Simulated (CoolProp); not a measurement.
Fluorine along the isotherm -134.35 °C: Z from the reference equation and from simpler models built on Tc = -128.7 °C, pc = 52.40 bar, ω = 0.045; each cubic takes its own stable root.

The numbers come from the reference Helmholtz-energy equation of state, de Reuck 1990 in CoolProp.

```csv
p (bar),phase,reference,van der Waals,Redlich-Kwong,Soave-Redlich-Kwong,Peng-Robinson
0.632,gas,0.9955,0.9960,0.9954,0.9954,0.9949
1.3,gas,0.9908,0.9918,0.9905,0.9904,0.9895
2.67,gas,0.9809,0.9831,0.9803,0.9802,0.9782
5.48,gas,0.9600,0.9648,0.9589,0.9589,0.9547
11.2,gas,0.9148,0.9255,0.9134,0.9132,0.9049
23.1,gas,0.8063,0.8320,0.8057,0.8052,0.7888
47.4,liquid,0.1628,0.2401,0.1855,0.1845,0.1649
97.4,liquid,0.2973,0.4010,0.3157,0.3151,0.2819
200,liquid,0.5569,0.7311,0.5668,0.5663,0.5072
```
